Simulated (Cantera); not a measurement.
Input (Python, Cantera) and output of one run.

```python
import numpy as np
import cantera as ct

gas_names = """
    CL CL2 H HCL H2 N NH NH2 NH3 N2 N2H2 N2H4 Si SiCL SiCL2 SiCL3 SiCL4 SiH SiHCL3 SiH2 SiH2CL2 SiH3
    SiH3CL SiH4 SiN Si2 Si2N Si3
""".split()
cond_names = """
    NH4CL(a) NH4CL(b) Si(cr) Si(L) Si3N4(a)
""".split()


def load(file, names, dense=False):
    # The tables refer to 1 bar. Condensed volumes are neglected.
    table = {s.name: s for s in ct.Species.list_from_file(file)}
    out = []
    for n in names:
        d = dict(table[n].input_data)
        d["thermo"] = dict(d["thermo"], **{"reference-pressure": 1e5})
        if dense:
            d["equation-of-state"] = {"model": "constant-volume", "density": "1e6 g/cm^3"}
        out.append(ct.Species.from_dict(d))
    return out


gas = ct.Solution(thermo="ideal-gas", species=load("nasa_gas.yaml", gas_names))
cond = {s.name: ct.Solution(thermo="fixed-stoichiometry", species=[s], name=s.name)
        for s in load("nasa_condensed.yaml", cond_names, dense=True)}
atoms = {
    'SiHCl3': {'Si': 1, 'H': 1, 'CL': 3},
    'Cl2': {'CL': 2},
    'N2': {'N': 2},
}
top_T = {'Si3N4(a)': 2400}  # K; cautious upper limits of use, not melting points


def equilibrate(T, P, feed):
    n = {}
    for name, mol in feed.items():
        for a, k in atoms[name].items():
            n[a] = n.get(a, 0.0) + k * mol
    gas.TPX = T, P, n
    mass = sum(n.values()) * gas.mean_molecular_weight
    gas.equilibrate("TP")
    valid = [c for c in cond.values() if c.min_temp <= T <= top_T.get(c.name, c.max_temp)]
    mix = ct.Mixture([(gas, mass / gas.mean_molecular_weight)] + [(c, 0.0) for c in valid])
    mix.T, mix.P = T, P
    mix.equilibrate("TP", solver="vcs", rtol=1e-11, max_steps=5000)
    return mix


results = []
feed = {'SiHCl3': 1, 'Cl2': 0.1, 'N2': 22}  # mol
P = 133.322  # Pa
for T in [1048, 1098, 1148, 1198, 1248, 1298, 1348, 1398]:
    mix = equilibrate(T, P, feed)
    results.append((T, P, feed, dict(zip(mix.species_names, mix.species_moles))))

top = {s: max(r[3][s] / sum(r[3][g] for g in gas_names) for r in results) for s in gas_names}
cols = sorted((s for s in top if top[s] > 0.001), key=lambda s: -top[s])[:7]
seen = [c for c in cond_names if any(r[3].get(c, 0) > 1e-12 for r in results)]
print("log10 of partial pressures in bar; condensed amounts in mol")
print(f"{'T/K':>10s}" + "".join(f"{s[:9]:>10s}" for s in cols + seen))
for T, P, feed, n in results:
    ng = sum(n[g] for g in gas_names)
    print(f"{T:10.4g}" + "".join(f"{np.log10(max(n[s] / ng * P / 1e5, 1e-99)):10.3f}" for s in cols)
          + "".join(f"{n.get(c, 0):10.4g}" for c in seen))
```

It prints:

```
log10 of partial pressures in bar; condensed amounts in mol
       T/K        N2       HCL     SiCL2     SiCL4     SiCL3        H2  Si3N4(a)
      1048    -2.905    -4.277    -7.302    -4.489    -6.527    -5.643    0.1428
      1098    -2.905    -4.275    -6.667    -4.495    -6.155    -5.672    0.1421
      1148    -2.905    -4.274    -6.092    -4.509    -5.822    -5.696    0.1395
      1198    -2.905    -4.273    -5.576    -4.539    -5.531    -5.710    0.1322
      1248    -2.906    -4.275    -5.121    -4.607    -5.293    -5.708    0.1146
      1298    -2.908    -4.282    -4.744    -4.753    -5.137    -5.673   0.07984
      1348    -2.911    -4.295    -4.470    -5.036    -5.103    -5.581   0.02952
      1398    -2.912    -4.298    -4.356    -5.332    -5.159    -5.583         0
```

These are equilibrium values from Cantera (NASA tables, ideal gas, pure condensed phases), not measurements of a reactor. N2 is the only nitrogen source here; it is nearly inert below about 1500 K, so the nitride shown seldom forms there in practice. The tables' values for SiCl3 are old estimates; treat these amounts as uncertain.
